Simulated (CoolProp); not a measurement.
Vapour-liquid equilibrium of n-hexane (1) + dimethyl carbonate (2) at 0.44 bar; x and y are mole fractions of (1).

Values from CoolProp's multi-fluid Helmholtz-energy mixture model, Thol 2019 and Zhou 2011; pair parameters Bell 2016.

```csv
x,bubble temperature (K),y at the bubble point,dew temperature at overall composition x (K),liquid density (mol/L)
0.05,329.5,0.341,…,11.03
0.15,320.7,…,335.3,10.57
0.25,…,0.643,332.4,10.09
0.35,316.5,0.672,329.2,9.622
0.45,315.9,0.689,325.6,9.191
0.55,315.6,…,321.7,8.796
0.65,315.3,0.723,317.4,8.438
0.75,315.2,0.756,315.2,8.111
0.85,315.4,0.812,315.7,7.810
0.95,316.4,0.915,316.8,7.528
```

Question: Complete the blanks.

Answer: 
- 0.05, dew temperature at overall composition x (K): 337.9
- 0.15, y at the bubble point: 0.572
- 0.25, bubble temperature (K): 317.7
- 0.55, y at the bubble point: 0.703

y crosses x between x = 0.75 and 0.85: the model has an azeotrope there.

Pair parameters are fitted to limited data, so mixtures are less certain than the pure fluids.
